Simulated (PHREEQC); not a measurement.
Solution (20 °C): 0.012 mol/kgw HF, 0.0035 mol/kgw NaF, 0.00014 mol/kgw H4SiO4 and 0.65 mol/kgw HCl. Closed to the air; pH follows from the charge balance.

Equilibrium calculation in PHREEQC: ion-association model, phreeqc.dat.

| quantity | before | after |
|---|---|---|
| pH | 0.31 | 0.31 |
| HF (mol/kgw) | 0.0146 | 0.0181 |
| F- (mol/kgw) | 4.12e-5 | 5.12e-5 |
| HF2- (mol/kgw) | 2.12e-6 | 3.26e-6 |
| H4SiO4 (mol/kgw) | 6.00e-7 | 1.65e-7 |
| NaF (mol/kgw) | 3.15e-8 | 7.85e-8 |
| SI of Quartz (SiO2) | -2.08 | -2.64 |

Task: Name the change that produced these shifts.
(A) HF from 0.012 to 0.018 mol/kgw
(B) HF from 0.012 to 0.024 mol/kgw
(C) HCl from 0.65 to 1.3 mol/kgw
(D) HF replaced by (NH4)2SiF6 at the same molality
(E) NaF from 0.0035 to 0.007 mol/kgw

Result: E, NaF from 0.0035 to 0.007 mol/kgw

This is a speciation only: nothing precipitates in the calculation. SiF6-2 is the database's only silicon fluoride.
